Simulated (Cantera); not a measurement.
A closed system holds: 1 mol SiH₂Cl₂, 0.023 mol HCl, 3.2 mol H₂, held at 23000 Pa.

These are equilibrium values from Cantera (NASA tables, ideal gas, pure condensed phases), not measurements of a reactor. Candidate condensed phases: Si; 19 gas species. The tables' values for SiCl₃ are old estimates; treat these amounts as uncertain. Equilibrium is a limit: real reactors are often held back by kinetics, nucleation or transport.

x: gas mole fraction; n: condensed amount in mol.

```csv
T (K),x H₂,x HCl,x SiCl₂,x SiCl₄,x SiHCl₃,x SiCl₃,n Si(s)
900,0.878,0.00603,5.63e-5,0.0806,0.0333,0.000308,0.459
950,0.876,0.00988,0.000171,0.0798,0.0324,0.000639,0.463
1000,0.872,___,___,0.0784,0.0314,0.00122,0.470
1050,0.866,0.0227,0.00112,0.0762,0.0301,0.00217,0.477
1100,0.859,0.0323,0.00247,0.0728,0.0286,0.00360,0.485
1150,0.849,___,___,0.0680,0.0267,0.00559,0.493
1200,0.838,0.0579,0.00943,0.0616,0.0242,0.00814,0.499
1250,0.823,0.0732,0.0164,0.0533,0.0213,0.0110,0.501
1300,0.808,0.0893,0.0263,0.0436,0.0180,0.0139,0.497
1350,0.791,0.105,0.0390,0.0333,0.0144,0.0161,0.487
1400,0.776,0.119,0.0534,0.0234,0.0108,0.0171,0.472
1450,0.763,0.129,0.0677,0.0151,0.00767,0.0167,0.454
1500,0.753,0.137,0.0803,0.00909,0.00517,0.0152,0.437
1550,0.746,0.142,0.0902,0.00522,0.00337,0.0130,0.423
```

Task: Fill in the missing entries.

Result: 
- 1000, x HCl: 0.0153
- 1000, x SiCl₂: 0.000459
- 1150, x HCl: 0.0440
- 1150, x SiCl₂: 0.00502
